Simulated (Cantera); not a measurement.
Charge: 1 mol FeS2, 1.5 mol SO2, 7.4 mol H2O, equilibrated at 773 K and 7.50 Torr.

Cantera equilibrium calculation (NASA polynomials, part measured and part estimated; ideal gas, pure solids and liquids). Candidate condensed phases: Fe, FeO, Fe(OH)2, Fe(OH)3, FeS, FeSO4, FeS2, Fe2O3, Fe2(SO4)3, Fe3O4, H2O, H2SO4, S; 22 gas species. Gases not in the tables: S3 to S7. Equilibrium is a limit: real reactors are often held back by kinetics, nucleation or transport.

Base state: H2O 0.821, SO2 0.168, H2S 0.00780, S2 0.00313, H2 0.000437, S2O 0.000115 (mole fractions); condensed: FeS2(s) + Fe3O4(s).

Task: What changes in the equilibrium state with this change: pressure from 7.50 Torr to 4500 Torr?

Result: 
```
species          before     after
-------------  --------  --------
H2O               0.821     0.827
SO2               0.168     0.169
H2S             0.00780   0.00353
S2              0.00313  0.000128
H2             0.000437   3.99e-5
S2O            0.000115   5.18e-5
FeS2(s), mol      0.939     0.981
Fe3O4(s), mol    0.0205   0.00629
```
